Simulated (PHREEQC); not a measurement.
0.013 g of hydrous ferric oxide (600 m²/g; 0.2 weak and 0.005 strong sites per Fe, Dzombak-Morel constants, diffuse double layer) in 1 kg of water with 0.1 mol/kgw of an inert sodium salt and 5e-08 mol/kgw ZnCl2, at 25 °C; the pH is set by adding NaOH or the inert anion's acid. Oxygen is held at 0.21 atm. No CO2 enters from the air. No solid was allowed to form.

All values are PHREEQC results (ion-association model, wateq4f.dat), not measurements.

```
pH    Zn sorbed (%)  surface charge σ (C/m²)  surface potential ψ (mV)
----  -------------  -----------------------  ------------------------
4               0.0                    0.321                       147
4.38            0.0                    0.285                       141
4.75            0.0                    0.244                       ___
5.12            0.1                    0.201                       123
5.5             0.7                    0.159                       ___
5.88            ___                    0.122                        98
6.25           12.0                    0.091                        84
6.62           37.2                    0.066                        69
7              73.1                      ___                        53
7.38           92.7                    0.027                       ___
7.75            ___                    0.013                        18
8.12            ___                    0.000                         0
8.5            99.9                   -0.014                       -19
8.88           99.9                   -0.029                       -37
9.25           99.9                   -0.046                       -54
9.62           99.9                      ___                       -70
10             99.9                   -0.093                       -85
```

What belongs in the gaps?


- 4.75, surface potential ψ (mV): 133
- 5.5, surface potential ψ (mV): 111
- 5.88, Zn sorbed (%): 3.0
- 7, surface charge σ (C/m²): 0.045
- 7.38, surface potential ψ (mV): 35
- 7.75, Zn sorbed (%): 98.3
- 8.12, Zn sorbed (%): 99.6
- 9.62, surface charge σ (C/m²): -0.067
